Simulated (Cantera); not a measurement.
Feed: 1 mol Ti, 190 mol H2, 0.43 mol O2, equilibrated at 1123.15 K and 0.650 bar.

Cantera equilibrium calculation (NASA polynomials, part measured and part estimated; ideal gas, pure solids and liquids). Candidate condensed phases: H2O, Ti, TiO, TiO2, Ti2O3, Ti3O5, Ti4O7; 12 gas species. Mutual solubility and eutectic melting of coexisting phases are not modelled. TiO: taken at fixed stoichiometry. Condensed phases not in the tables: N, O or C dissolved in the metal. Rates play no part.

Task: What is the equilibrium state?

Result: 
```
Quantity                                Result
-----------------------------------  ---------
x(H2)                                     1.00
n(Ti(α))                             0.140 mol
n(TiO(s))                            0.860 mol
gas amount                           190.0 mol
log10 activity of Ti2O3(s) (absent)      -4.43
log10 activity of Ti3O5(s) (absent)     -10.02
log10 activity of Ti4O7(s) (absent)     -15.82
```
